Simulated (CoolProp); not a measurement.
Hydrogen chloride along the isotherm -41.25 °C: Z from the reference equation and from simpler models built on Tc = 51.5 °C, pc = 8.314 MPa, ω = 0.130; each cubic takes its own stable root.

Model: reference Helmholtz-energy equation of state, Thol 2018, in CoolProp.

| p (MPa) | phase | reference | van der Waals | Soave-Redlich-Kwong |
|---|---|---|---|---|
| 0.0394 | gas | 0.9947 | 0.9969 | 0.9957 |
| 0.0666 | gas | 0.9909 | 0.9948 | 0.9927 |
| 0.112 | gas | 0.9847 | 0.9911 | 0.9877 |
| 0.19 | gas | 0.9737 | 0.9849 | 0.9790 |
| 0.32 | gas | 0.9550 | 0.9743 | 0.9642 |
| 0.54 | gas | 0.9214 | 0.9558 | 0.9382 |
| 0.911 | liquid | 0.01613 | 0.9230 | 0.01851 |
| 1.54 | liquid | 0.02723 | 0.8612 | 0.03124 |
| 2.59 | liquid | 0.04569 | 0.07704 | 0.05238 |
| 4.38 | liquid | 0.07697 | 0.1290 | 0.08815 |
| 7.39 | liquid | 0.1291 | 0.2144 | 0.1476 |
| 12.5 | liquid | 0.2163 | 0.3553 | 0.2467 |

At some of these states van der Waals gives the other phase, because its saturation line lies elsewhere.
